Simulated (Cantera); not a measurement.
Premixed flame

A freely propagating, adiabatic, planar premixed flame of 14.4 % CH3OH, 23.1 % O2, 62.5 % N2, unburnt at 675 K and 0.266 atm; mixture-averaged transport, grid criteria slope 0.08 and curve 0.16, no radiation.

Detailed kinetics in Cantera: GRI-Mech 3.0 (53 species, 325 reactions). GRI-Mech 3.0 was tuned for natural gas; its chemistry of methanol as a main component is partial and can be far from experiment. Burning velocities carry a grid error of a few per cent, more on coarse grids.

```
z (mm)  T (K)  u (m/s)   x CH3OH    x O2   x C2H2    x CH2     x H2O  x CH2CO
------  -----  -------  --------  ------  -------  -------  --------  -------
-1.93     675     2.52     0.143   0.231    <1e-8    <1e-8   9.51e-5    <1e-8
-1.29     678     2.54     0.143   0.229    <1e-8    <1e-8  0.000879    <1e-8
-0.966    686     2.58     0.141   0.227    <1e-8    <1e-8   0.00307  1.12e-8
-0.644    737     2.81     0.137   0.220  1.65e-8    <1e-8    0.0134  1.15e-7
-0.322   1059     4.19     0.104   0.187  1.65e-7    <1e-8    0.0633  1.67e-6
-0.161   1444     5.93    0.0569   0.148  4.36e-7  1.29e-6     0.117  5.15e-6
0        1837     7.82    0.0103   0.107  8.88e-7  1.74e-5     0.173  1.03e-5
0.161    1980     8.52  0.000307  0.0793  5.37e-7  7.98e-6     0.202  4.07e-6
0.322    2007     8.64   2.34e-6  0.0624  8.21e-8  5.58e-7     0.211  5.66e-7
0.644    2037     8.71     <1e-8  0.0496    <1e-8    <1e-8     0.213    <1e-8
1.29     2075     8.82     <1e-8  0.0441    <1e-8    <1e-8     0.211    <1e-8
2.58     2125     8.99     <1e-8  0.0417    <1e-8    <1e-8     0.213    <1e-8
5.15     2196     9.24     <1e-8  0.0396    <1e-8    <1e-8     0.218    <1e-8
```
x: mole fraction of selected species; z is measured from the peak of heat release.

| Item | Result |
|---|---|
| laminar burning velocity | 251 cm/s |
| thermal thickness | 0.644 mm |
| peak x(C2H2) | 9.18e-7 |
| peak x(CH2) | 1.89e-5 |
| peak x(CH2CO) | 1.03e-5 |
| grid points | 155 |
